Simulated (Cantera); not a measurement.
A Cantera script and what it prints.

```python
import numpy as np
import cantera as ct

gas_names = """
    CL CLO CL2 H HCL HOCL HO2 H2 H2O H2O2 O OH O2 O3 Ti TiCL TiCL2 TiCL3 TiCL4 TiO TiOCL TiOCL2 TiO2
""".split()
cond_names = """
    H2O(s) H2O(L) Ti(a) Ti(b) Ti(L) TiCL2(s) TiCL3(s) TiCL4(L) TiO(a) TiO(b) TiO(L) TiO2(ru) TiO2(L)
    Ti2O3(a) Ti2O3(b) Ti2O3(L) Ti3O5(a) Ti3O5(b) Ti3O5(L) Ti4O7(s) Ti4O7(L)
""".split()


# ... load() reads the species with a 1 bar reference pressure and builds the phases ...
atoms = {
    'TiCl4': {'Ti': 1, 'CL': 4},
    'H2O': {'H': 2, 'O': 1},
    'H2': {'H': 2},
}
top_T = {'TiCL2(s)': 1300, 'TiCL3(s)': 1000}  # K; cautious upper limits of use, not melting points


# ... equilibrate(T, P, feed) seeds the gas with the atoms and calls Mixture.equilibrate('TP', solver="vcs", rtol=1e-11, max_steps=5000) ...
results = []
T = 1950  # K
P = 10000  # Pa
for m in [16, 44, 72, 100, 130, 160, 180, 210]:
    feed = {'TiCl4': 1, 'H2O': 9.3, 'H2': m}  # mol
    mix = equilibrate(T, P, feed)
    results.append((T, P, feed, dict(zip(mix.species_names, mix.species_moles))))
    x = sorted(zip(gas.X, gas.species_names), reverse=True)
    print(f"T = {T:g} K  P = {P:g} Pa  n(H2) = {m:g} mol  gas = {mix.phase_moles(0):.4g} mol")
    print("   x: " + "  ".join(f"{s} {v:.3e}" for v, s in x if v > 1e-05))
    print("   condensed (mol): " + ("  ".join(f"{mix.phase(i).name} {mix.phase_moles(i):.4g}"
          for i in range(1, mix.n_phases) if mix.phase_moles(i) > 1e-12) or "none"))
```

Result:

```
T = 1950 K  P = 10000 Pa  n(H2) = 16 mol  gas = 27.35 mol
   x: H2 5.840e-01  H2O 2.668e-01  HCL 1.458e-01  H 2.770e-03  CL 5.182e-04  OH 1.149e-04
   condensed (mol): TiO2(ru) 1
T = 1950 K  P = 10000 Pa  n(H2) = 44 mol  gas = 55.4 mol
   x: H2 7.883e-01  H2O 1.362e-01  HCL 7.199e-02  H 3.218e-03  CL 2.203e-04  OH 5.051e-05
   condensed (mol): Ti4O7(L) 0.25
T = 1950 K  P = 10000 Pa  n(H2) = 72 mol  gas = 83.45 mol
   x: H2 8.582e-01  H2O 9.044e-02  HCL 4.779e-02  H 3.358e-03  CL 1.402e-04  OH 3.214e-05
   condensed (mol): Ti4O7(L) 0.25
T = 1950 K  P = 10000 Pa  n(H2) = 100 mol  gas = 111.5 mol
   x: H2 8.922e-01  H2O 6.844e-02  HCL 3.577e-02  H 3.424e-03  CL 1.029e-04  OH 2.385e-05
   condensed (mol): Ti3O5(b) 0.3333
T = 1950 K  P = 10000 Pa  n(H2) = 130 mol  gas = 141.6 mol
   x: H2 9.143e-01  H2O 5.391e-02  HCL 2.818e-02  H 3.466e-03  CL 8.007e-05  OH 1.856e-05
   condensed (mol): Ti3O5(b) 0.3333
T = 1950 K  P = 10000 Pa  n(H2) = 160 mol  gas = 171.6 mol
   x: H2 9.287e-01  H2O 4.447e-02  HCL 2.324e-02  H 3.493e-03  CL 6.554e-05  OH 1.519e-05
   condensed (mol): Ti3O5(b) 0.3333
T = 1950 K  P = 10000 Pa  n(H2) = 180 mol  gas = 191.6 mol
   x: H2 9.358e-01  H2O 3.982e-02  HCL 2.081e-02  H 3.507e-03  CL 5.846e-05  OH 1.355e-05
   condensed (mol): Ti3O5(b) 0.3333
T = 1950 K  P = 10000 Pa  n(H2) = 210 mol  gas = 221.7 mol
   x: H2 9.440e-01  H2O 3.442e-02  HCL 1.799e-02  H 3.522e-03  CL 5.032e-05  OH 1.166e-05
   condensed (mol): Ti3O5(b) 0.3333
```

Method: chemical equilibrium by Gibbs-energy minimisation in Cantera with the NASA 1993 tables (ideal gas, pure condensed phases). Condensed phases not in the tables: Magnéli phases beyond Ti4O7. Gases not in the tables: TiO(OH)2.
